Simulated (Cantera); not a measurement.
Input: 1 mol CuO, 1.2 mol CH4, 0.11 mol CO, held at 3.00 mbar.

Equilibrium computed with Cantera from the NASA thermochemical tables; the gas is ideal and each condensed phase is pure. Candidate condensed phases: C, C6H6, C7H8, C8H18, Cu, CuO, Cu(OH)2, Cu2O, H2O; 113 gas species. The numbers say what is thermodynamically allowed, not how fast it happens. All values below are at 1325 K.

Base state: H2 0.684, CO 0.316, Cu 9.36e-5, H 2.47e-5 (mole fractions); condensed: C(graphite) + Cu(s).

What changes in the equilibrium state with this change: CH4 from 1.2 to 0.32 mol?


```
species            before    after
----------------  -------  -------
H2O               4.67e-6    0.415
CO2               1.16e-6    0.221
H2                  0.684    0.183
CO                  0.316    0.181
Cu                9.36e-5  9.36e-5
H                 2.47e-5  1.28e-5
C(graphite), mol    0.200        0
Cu(s), mol          1.000    1.000
```
